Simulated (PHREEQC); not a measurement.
PHREEQC input (ion-association model, wateq4f.dat):

```
SOLUTION_MASTER_SPECIES
  An  An-  0  An  62.0  # stands for a non-complexing anion
SOLUTION_SPECIES
  An- = An-
    -log_k 0
    -gamma 3.0 0
PHASES
  Fix_H+
    H+ = H+
    -log_k 0
SOLUTION 1
  temp 25
  units mmol/kgw
  pH 7 charge
  Na 10
  An 10
END
SELECTED_OUTPUT 1
  -reset false
  -pH true
  -pe true
  -ionic_strength true
  -water true
  -totals Na
  -molalities Hfo_wOH Hfo_wOH2+ Hfo_wO- Hfo_sOH Hfo_sOH2+ Hfo_sO-
USER_PUNCH 1
  -headings sigma psi
  10 PUNCH EDL("sigma", "Hfo"), EDL("psi", "Hfo")
PRINT
  -reset false
USE solution 1
SURFACE 1
  Hfo_wOH 0.0014382 600 0.64
  Hfo_sOH 3.59551e-05
EQUILIBRIUM_PHASES 1
  Fix_H+ -3 HAn 10
    -force_equality true
  O2(g) -0.68 10
END
# ... the last block is repeated for the other 16 points of pH, with NaOH or the acid as the point needs
```

Selected output (columns that matter, 17 of 17 rows; pH added in front):

```
pH	mu	Na	m_Hfo_wOH	m_Hfo_wOH2+	m_Hfo_wO-	m_Hfo_sOH	m_Hfo_sOH2+	m_Hfo_sO-	sigma	psi
3	0.01175	0.01	0.00017101	0.0012667	5.2889e-07	4.2752e-06	3.1667e-05	1.3222e-08	0.32612	0.20233
3.38	0.011035	0.01	0.00030797	0.0011283	1.9257e-06	7.6992e-06	2.8208e-05	4.8142e-08	0.29012	0.19794
3.75	0.010688	0.01	0.00046602	0.00096703	5.1449e-06	1.1651e-05	2.4176e-05	1.2862e-07	0.24775	0.19066
4.12	0.010489	0.01	0.00062487	0.00080218	1.1151e-05	1.5622e-05	2.0054e-05	2.7877e-07	0.20374	0.18111
4.5	0.010356	0.01	0.0007697	0.00064754	2.0959e-05	1.9243e-05	1.6189e-05	5.2399e-07	0.16139	0.16949
4.88	0.010262	0.01	0.0008859	0.00051756	3.4738e-05	2.2148e-05	1.2939e-05	8.6846e-07	0.12436	0.15637
5.25	0.010193	0.01	0.00096941	0.00041719	5.1603e-05	2.4235e-05	1.043e-05	1.2901e-06	0.094163	0.14234
5.62	0.010141	0.01	0.0010264	0.00034099	7.0782e-05	2.5661e-05	8.5247e-06	1.7696e-06	0.069596	0.1271
6	0.0101	0.01	0.001063	0.00028401	9.1153e-05	2.6576e-05	7.1002e-06	2.2788e-06	0.049673	0.11022
6.38	0.010069	0.01	0.0010839	0.0002439	0.00011035	2.7099e-05	6.0976e-06	2.7589e-06	0.034398	0.092152
6.75	0.010046	0.01	0.0010948	0.00021675	0.00012668	2.7369e-05	5.4188e-06	3.1669e-06	0.0232	0.073553
7.12	0.01003	0.01	0.0011002	0.00019773	0.00014025	2.7506e-05	4.9432e-06	3.5062e-06	0.014806	0.054152
7.5	0.010016	0.01	0.0011028	0.00018369	0.00015168	2.7571e-05	4.5923e-06	3.792e-06	0.0082443	0.033626
7.88	0.010006	0.01	0.0011039	0.00017287	0.00016147	2.7596e-05	4.3219e-06	4.0368e-06	0.0029371	0.012729
8.25	0.010006	0.010009	0.0011039	0.00016368	0.00017057	2.7599e-05	4.0919e-06	4.2644e-06	-0.0017771	-0.0077515
8.62	0.010018	0.010032	0.0011032	0.00015437	0.00018062	2.758e-05	3.8592e-06	4.5154e-06	-0.0067605	-0.028152
9	0.010037	0.010063	0.0011011	0.00014346	0.00019361	2.7528e-05	3.5865e-06	4.8404e-06	-0.012918	-0.048798
```

Complexes and solids missing from the database can't appear. The oxide is taken as insoluble; below pH 4 it would dissolve.
